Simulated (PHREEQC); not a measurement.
Synthetic water in mmol/kgw, 25 °C, pH 7.32, pe 11.3:

```json
[
 {"constituent": "Na", "mmol/kgw": "1.37"},
 {"constituent": "K", "mmol/kgw": "0.00563"},
 {"constituent": "Ca", "mmol/kgw": "1.08"},
 {"constituent": "Mg", "mmol/kgw": "0.814"},
 {"constituent": "Cl", "mmol/kgw": "0.0398"},
 {"constituent": "S(6)", "mmol/kgw": "0.438"},
 {"constituent": "Alkalinity (meq/kgw)", "mmol/kgw": "4.21"},
 {"constituent": "F", "mmol/kgw": "0.0928"},
 {"constituent": "O(0) (counted as O atoms)", "mmol/kgw": "0.1"}
]
```

Valence states are taken as typed.

The numbers come from PHREEQC with the ion-association model, phreeqc.dat.

Precipitation was switched off in this run.

Question: Order these C species by the share of C that they hold, largest first: CaHCO3+, HCO3-, CO3-2, CO2, MgHCO3+.

Answer: HCO3- (89 %), CO2 (8.8 %), CaHCO3+ (0.81 %), MgHCO3+ (0.56 %), CO3-2 (0.11 %)

The pH is 7.32 and the ionic strength 0.00711 mol/kgw.
